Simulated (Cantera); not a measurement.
Transport properties of process gases

Gas mixture: 30.2 % CH3OH, 63.8 % CH4, 6.04 % N2, at 5.00 bar, frozen composition.

Cantera's kinetic-theory transport with the Lennard-Jones parameters of GRI-Mech 3.0, ideal gas; thermal conductivity in the mixture-averaged form. Polar gases are described roughly by these parameters.

| T (K) | ρ (kg/m³) | cp (J/kg/K) | μ (µPa s) | λ (mW/m/K) | Pr | D (cm²/s) N2 | D (cm²/s) NH3 | D (cm²/s) C2H2 |
|---|---|---|---|---|---|---|---|---|
| 400 | 3.25 | 1998 | 14.5 | 41.3 | 0.699 | 0.0669 | 0.0686 | 0.0530 |
| 500 | 2.60 | 2288 | 17.5 | 56.8 | 0.705 | 0.0994 | 0.106 | 0.0799 |
| 600 | 2.16 | 2583 | 20.3 | 73.7 | 0.713 | 0.137 | 0.149 | 0.111 |
| 700 | 1.86 | 2854 | 23.0 | 91.3 | 0.719 | 0.178 | 0.198 | 0.146 |
| 800 | 1.62 | 3094 | 25.5 | 109 | 0.722 | 0.224 | 0.253 | 0.184 |
| 900 | 1.44 | 3307 | 27.9 | 127 | 0.725 | 0.274 | 0.313 | 0.226 |
D: mixture-averaged diffusion coefficient of that species in the mixture.
